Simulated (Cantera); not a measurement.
Nitride etching: Si₃N₄ + H₂O

Input: 1 mol Si₃N₄, 0.42 mol H₂O, at 1.65 Torr.

Method: chemical equilibrium by Gibbs-energy minimisation in Cantera with the NASA 1993 tables (ideal gas, pure condensed phases). Candidate condensed phases: H₂O, Si, SiO₂, Si₂N₂O, Si₃N₄; 35 gas species. Mutual solubility and eutectic melting of coexisting phases are not modelled. The tables' values for SiN are old estimates; treat these amounts as uncertain. Equilibrium is a limit: real reactors are often held back by kinetics, nucleation or transport.

From 502 °C to 1252 °C the condensed part is Si₂N₂O(s) + Si₃N₄(s). At 1402 °C the condensed part is Si(s) + Si₂N₂O(s) + Si₃N₄(s). At 1552 °C the condensed part is Si(l).

```tsv
T (°C)	x H₂	x N₂	x SiO	x H	x Si	x Si₂N	x SiH	n Si₂N₂O(s)	n Si₃N₄(s)	n Si(s)	n Si(l)
502	0.750	0.250	<1e-12	1.83e-11	<1e-12	<1e-12	<1e-12	0.420	0.720	0	0
652	0.750	0.250	<1e-12	4.81e-9	<1e-12	<1e-12	<1e-12	0.420	0.720	0	0
802	0.750	0.250	1.69e-12	2.71e-7	<1e-12	<1e-12	<1e-12	0.420	0.720	0	0
952	0.750	0.250	5.06e-9	5.75e-6	3.63e-12	<1e-12	1.89e-12	0.420	0.720	0	0
1102	0.750	0.250	2.56e-6	6.33e-5	6.06e-9	1.35e-11	1.39e-9	0.420	0.720	0	0
1252	0.749	0.250	0.000371	0.000437	2.31e-6	2.61e-8	2.72e-7	0.420	0.720	0	0
1402	0.514	0.467	0.0176	0.00177	0.000197	7.51e-6	1.11e-5	0.406	0.607	0.354	0
1552	0.145	0.701	0.147	0.00358	0.00207	5.23e-5	3.93e-5	0	0	0	2.57
```
x: gas mole fraction; n: condensed amount in mol.
